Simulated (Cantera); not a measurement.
Charge: 1 mol borazine, 6.1 mol O₂, 1.7 mol N₂, 2.9 mol H₂O, held at 690 Torr.

Cantera equilibrium calculation (NASA polynomials, part measured and part estimated; ideal gas, pure solids and liquids). Candidate condensed phases: B, BN, B₂O₃, B₃O₃H₃, H₂O; 39 gas species. The feed counts by its element totals alone. Gases not in the tables: H₃BO₃. Rates play no part.

At 1398 K, list the 5 most abundant gas species with their mole fractions, and the condensed phases.

H₂O 0.507, N₂ 0.279, O₂ 0.205, HBO₂ 0.00680, (HBO₂)₃ 0.00212. Condensed: B₂O₃(l).
